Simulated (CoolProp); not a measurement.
Octamethyltrisiloxane (MDM) along the isobar 0.101 MPa: density (kg/m³) from the reference equation and from simpler models built on Tc = 292.2 °C, pc = 1.438 MPa, ω = 0.528; each cubic takes its own stable root.

Model: reference Helmholtz-energy equation of state, Thol 2017, in CoolProp.

```
T (°C)  phase  reference  van der Waals  Peng-Robinson
------  -----  ---------  -------------  -------------
206.55    gas      6.277          6.186          6.291
215.25    gas      6.144          6.067          6.161
223.85    gas      6.020          5.955          6.038
232.55    gas      5.900          5.845          5.919
241.15    gas      5.787          5.741          5.806
249.85    gas      5.678          5.639          5.697
258.55    gas      5.573          5.541          5.592
267.15    gas      5.474          5.447          5.492
275.85    gas      5.378          5.356          5.396
284.55    gas      5.285          5.268          5.302
293.15    gas      5.197          5.183          5.214
301.85    gas      5.111          5.101          5.127
```
